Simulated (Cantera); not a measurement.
A closed system holds: 1 mol Cu, 0.26 mol CO, 130 mol H₂, equilibrated at 1725 °C and 0.0120 bar.

Equilibrium computed with Cantera from the NASA thermochemical tables; the gas is ideal and each condensed phase is pure. Candidate condensed phases: C, C₆H₆, C₇H₈, C₈H₁₈, Cu, CuO, Cu(OH)₂, Cu₂O, H₂O; 113 gas species. Rates play no part.

Base state: H₂ 0.976, H 0.0145, Cu 0.00756, CO 0.00197 (mole fractions); condensed: gas only.

What changes in the equilibrium state with this change: temperature from 1725 °C to 925 °C?


```json
[
 {"species": "H₂", "before": "0.976", "after": "0.998"},
 {"species": "CO", "before": "0.00197", "after": "0.00199"},
 {"species": "CH₄", "before": "5.36e-8", "after": "1.10e-5"},
 {"species": "H", "before": "0.0145", "after": "1.73e-6"},
 {"species": "Cu", "before": "0.00756", "after": "9.68e-7"},
 {"species": "H₂O", "before": "2.48e-7", "after": "1.10e-5"},
 {"species": "Cu(s), mol", "before": "0", "after": "1.000"}
]
```
